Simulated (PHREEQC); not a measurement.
1 kg of water holding 0.042 mol KOH meets 20 L of dry gas (CO2 0.56, H2 0.44 by moles) at fixed total pressure, at 25 °C; fugacities by Peng-Robinson. The gases take part in no redox reaction, some water evaporates into the gas, and hydrates or a liquid gas phase aren't modelled. Precipitation was switched off in this run.

All values are PHREEQC results (ion-association model, phreeqc.dat), not measurements.

```csv
P (atm),dissolved CO2 (all carbonate carbon) (mol/kgw),φ of CO2,p of CO2 (atm),dissolved H2 (mol/kgw)
1,0.0591,0.995,0.509,0.000361
2,0.0774,0.990,1.06,0.000714
3,0.0955,[?],1.61,0.00107
5,0.131,0.976,2.71,0.00177
7.5,0.174,0.965,4.09,0.00266
10,[?],0.953,5.47,0.00354
15,0.297,[?],8.23,0.00532
20,[?],0.908,11.0,0.00709
30,0.512,0.865,16.5,0.0107
40,0.635,0.824,22.1,0.0143
```

Problem. What belongs in the gaps?

Solution. 
- 3, φ of CO2: 0.986
- 10, dissolved CO2 (all carbonate carbon) (mol/kgw): 0.217
- 15, φ of CO2: 0.930
- 20, dissolved CO2 (all carbonate carbon) (mol/kgw): 0.373

Complexes and solids missing from the database can't appear.
